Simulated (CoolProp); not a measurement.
Aqueous ammonia as a coolant, 9 % by mass, freezing at -11.9 °C, 1 atm.

Values from CoolProp's Melinder's fits for secondary coolants.

```tsv
T (°C)	density (kg/m³)	cp (kJ/(kg K))	conductivity (W/(m K))	Prandtl number
-9.5	966.9	4.233	0.484	24.7
-5.9	966.6	4.227	0.491	21.0
-2.2	966.2	4.221	0.499	18.0
1.4	965.7	4.215	0.505	15.7
5.1	965.0	4.209	0.511	13.8
8.7	964.3	4.204	0.517	12.3
12.4	963.4	4.200	0.523	11.0
16	962.4	4.196	0.529	9.91
19.7	961.3	4.193	0.535	8.91
23.4	960.1	4.191	0.542	8.01
27	958.9	4.191	0.549	7.19
```
